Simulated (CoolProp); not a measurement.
Vapour-liquid equilibrium of benzene (1) + o-xylene (2) at 2.58 bar; x and y are mole fractions of (1).

Values from CoolProp's multi-fluid Helmholtz-energy mixture model, Thol 2012 and Zhou 2012; pair parameters Bell 2016.

```csv
x,"bubble temperature, mixture model (°C)","bubble temperature, Raoult's law (°C)","y, mixture model","y, Raoult's law"
0.05,178.0,176.4,0.151,0.187
0.15,166.3,164.4,0.411,0.449
0.25,155.2,154.5,0.602,0.618
0.35,145.5,146.3,0.730,0.732
0.45,137.7,139.3,0.814,0.812
0.55,131.4,133.3,0.870,0.869
0.65,126.4,128.0,0.909,0.913
0.75,122.3,123.4,0.939,0.946
0.85,118.8,119.3,0.964,0.971
0.95,115.5,115.6,0.988,0.991
```

The largest gap from Raoult's law is -1.9 K in bubble temperature, at x = 0.55. No azeotrope shows between x = 0.05 and 0.95.

The pair parameters rest on a limited set of measurements; away from them the model extrapolates. The gap from Raoult's law changes sign with composition, which may be real or a fault of the pair parameters; it wasn't checked against measurements.
